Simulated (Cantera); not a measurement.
**Ignition delay**

Mixture: 12.1 % CH₄, 12.1 % CO, 16.0 % O₂, 59.9 % N₂, equivalence ratio 1.9, at 26.0 bar, adiabatic and at constant volume. Ignition delay is the time to a rise of 400 K.

Detailed kinetics in Cantera: GRI-Mech 3.0 (53 species, 325 reactions). The pressure lies above the range GRI-Mech 3.0 was tuned for (to about 10 atm).

| T0 (K) | delay (ms) |
|---|---|
| 1375 | 0.534 |
| 1450 | 0.229 |
| 1525 | 0.104 |
| 1600 | 0.0500 |
| 1675 | 0.0252 |

| Quantity | Result |
|---|---|
| apparent activation energy between 1525 and 1675 K | 200 kJ/mol |
